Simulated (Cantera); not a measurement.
Feed: 1 mol Ti, 120 mol H2, held at 14.0 mbar.

These are equilibrium values from Cantera (NASA tables, ideal gas, pure condensed phases), not measurements of a reactor. Candidate condensed phases: Ti; 3 gas species. Rates play no part.

Problem. Which condensed phases are stable at each of these points (T (K)): 1898, 1923, 1948, 1973, 1998, 2023, 2048?

Solution. 
| T (K) | condensed phases | Ti condensed (%) |
|---|---|---|
| 1898 | Ti(β) | 98.0 |
| 1923 | Ti(β) | 97.1 |
| 1948 | Ti(l) | 95.8 |
| 1973 | Ti(l) | 94.0 |
| 1998 | Ti(l) | 91.6 |
| 2023 | Ti(l) | 88.4 |
| 2048 | Ti(l) | 84.1 |

From 1898 K to 1923 K the condensed part is Ti(β). From 1948 K to 2048 K the condensed part is Ti(l).
